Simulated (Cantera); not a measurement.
Charge: 1 mol Pb, 4.5 mol NH₃, 3.8 mol CO, 0.025 mol CO₂, equilibrated at 101000 Pa.

Cantera equilibrium calculation (NASA polynomials, part measured and part estimated; ideal gas, pure solids and liquids). Candidate condensed phases: C, C₆H₆, C₇H₈, C₈H₁₈, H₂O, Pb, PbO, PbO₂, Pb₃O₄; 139 gas species. The numbers say what is thermodynamically allowed, not how fast it happens.

At 1000 K, list the 5 most abundant gas species with their mole fractions, and the condensed phases.

H₂ 0.486, CO 0.226, N₂ 0.192, H₂O 0.0440, CO₂ 0.0293. Condensed: C(graphite) + Pb(l).
